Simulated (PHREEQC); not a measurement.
Make-up at 25 °C: 0.0013 mol/kgw HBr and 0.00025 mol/kgw FeCl3. Closed to the air; pH follows from the charge balance.

All values are PHREEQC results (ion-association model, phreeqc.dat), not measurements.

| quantity | before | after |
|---|---|---|
| pH | 2.84 | 3.49 |
| ionic strength (mol/kgw) | 0.00237 | 0.000439 |

Q: What was changed between the two runs?
(A) diluted 100-fold with water
(B) FeCl3 left out
(C) diluted 5-fold with water
(D) HBr replaced by SrBr2 at the same molality
(E) FeCl3 from 0.00025 to 0.0025 mol/kgw

A: C, diluted 5-fold with water

Precipitation was switched off in this run. Some of these states are supersaturated (in Hematite (slow to form), Goethite (slow to form), for instance).
